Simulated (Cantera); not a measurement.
Mixture: CH4 : O2 : N2 : CO2 = 1 : 1.54 : 5.23 : 1.7 (molar parts), at 1.60 bar, adiabatic and at constant pressure. Ignition delay is the time to a rise of 400 K.

Detailed kinetics in Cantera: GRI-Mech 3.0 (53 species, 325 reactions).

Question: What does this change do: pressure from 1.60 bar to 3.60 bar?

Answer: 
| quantity | before | after |
|---|---|---|
| delay at 1223 K | 32.1 ms | 14.7 ms |
| delay at 1423 K | 2.72 ms | 1.42 ms |
| delay at 1623 K | 0.353 ms | 0.191 ms |
| delay at 1823 K | 77.2 µs | 39.5 µs |
| apparent activation energy between 1723 and 1923 K | 180 kJ/mol | 190 kJ/mol |
